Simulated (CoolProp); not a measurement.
The numbers come from the reference Helmholtz-energy equation of state, Platzer 1990 in CoolProp. This equation is an older, rougher fit; its heat capacities, sound speeds and derivatives of the liquid may be far off and weren't checked against measurements.

Problem. Give the vapour pressure (MPa), enthalpy of vaporisation (kJ/kg), surface tension (mN/m) of saturated R114 at 66.05, 93.55, 102.75 °C.

Solution. 
```json
[
 {"T (°C)": "66.05", "p (MPa)": "0.673", "enthalpy of vaporisation (kJ/kg)": "110", "surface tension (mN/m)": "6.49"},
 {"T (°C)": "93.55", "p (MPa)": "1.25", "enthalpy of vaporisation (kJ/kg)": "92.9", "surface tension (mN/m)": "3.81"},
 {"T (°C)": "102.75", "p (MPa)": "1.50", "enthalpy of vaporisation (kJ/kg)": "86.0", "surface tension (mN/m)": "2.98"}
]
```

Surface tension comes from a separate correlation (Mulero 2012).
